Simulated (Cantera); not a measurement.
Charge: 1 mol CH₄, 1.7 mol H₂, held at 1000 Pa.

Cantera equilibrium calculation (NASA polynomials, part measured and part estimated; ideal gas, pure solids and liquids). Candidate condensed phases: C, C₆H₆, C₇H₈, C₈H₁₈; 76 gas species. Rates play no part.

Q: What share of the C ends up in condensed phases as a function of T (K), at 500, 525, 550, 575, 600, 625, 650, 675, 700, 725, 750, 775?

A: 
```
T (K)  C condensed (%)           as
-----  ---------------  -----------
500                0.0            -
525                0.0            -
550                0.0            -
575                0.0            -
600                0.0            -
625               23.0  C(graphite)
650               44.5  C(graphite)
675               62.0  C(graphite)
700               74.8  C(graphite)
725               83.5  C(graphite)
750               89.2  C(graphite)
775               92.9  C(graphite)
```
